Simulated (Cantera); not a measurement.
An adiabatic, constant-pressure homogeneous reactor starts with 34.9 % H2, 9.70 % O2, 55.1 % N2, 0.324 % NO, at 1800 K and 81000 Pa.

Computed with Cantera and GRI-Mech 3.0 (53 species, 325 reactions).

One state of this run: T (K) = 2808; x H2 = 0.157; x O2 = 0.000956; x NO = 0.00219; x H2O = 0.193; x OH = 0.0130; x NO2 = 8.87e-8. x: mole fraction; the columns are a selection and need not sum to one.

**Question.** Which value of t (s) does it belong to?
A. 6.32e-5
B. 2.00e-6
C. 0.200
D. 6.32e-6

**Answer.** C, 0.200
